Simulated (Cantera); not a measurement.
A counterflow diffusion flame at 760 Torr, nozzles 20 mm apart: fuel side CH4 : N2 = 1 : 0.34 (molar parts) at 523 K, oxidiser side O2 : N2 = 0.21 : 0.79 (molar parts) at 325 K, fuel mass flux 0.65 times the oxidiser's; mixture-averaged transport, no radiation.

Model: GRI-Mech 3.0 (53 species, 325 reactions), integrated in Cantera. GRI-Mech 3.0 has no aromatics or soot, which form on the fuel side of real flames. The maximum strain rate includes the flame's own expansion and is several times the mean.

x: mole fraction; the columns are a selection and need not sum to one.

| oxidiser flux (kg/m²/s) | max strain (1/s) | mean strain (1/s) | T max (K) | peak x OH | peak x H | peak x NO | peak x CO | peak x C2H2 |
|---|---|---|---|---|---|---|---|---|
| 0.25 | 140 | 29.8 | 2036 | 0.00634 | 0.00322 | 0.000212 | 0.0449 | 0.00985 |
| 0.32 | 178 | 38.2 | 2025 | 0.00631 | 0.00332 | 0.000199 | 0.0446 | 0.00925 |
| 0.41 | 224 | 48.9 | 2014 | 0.00627 | 0.00342 | 0.000185 | 0.0444 | 0.00870 |
| 0.53 | … | 63.2 | 2003 | 0.00622 | 0.00352 | … | 0.0443 | 0.00818 |
| 0.68 | 356 | 81.1 | 1993 | 0.00617 | 0.00363 | 0.000152 | 0.0443 | 0.00775 |
| 0.87 | 445 | 104 | 1980 | 0.00606 | 0.00369 | 0.000134 | 0.0443 | 0.00722 |
| 1.1 | 552 | 131 | 1966 | 0.00592 | 0.00374 | 0.000115 | 0.0444 | 0.00668 |
| 1.4 | 688 | 167 | 1948 | 0.00571 | 0.00375 | 9.48e-5 | 0.0447 | 0.00607 |
| 1.8 | … | 215 | 1927 | 0.00540 | 0.00369 | … | 0.0450 | … |
| 2.3 | 1060 | 274 | 1899 | 0.00497 | 0.00353 | 5.20e-5 | 0.0454 | 0.00444 |

Complete the blanks.


- 0.53, max strain (1/s): 284
- 0.53, peak x NO: 0.000168
- 1.8, max strain (1/s): 861
- 1.8, peak x NO: 7.33e-5
- 1.8, peak x C2H2: 0.00533
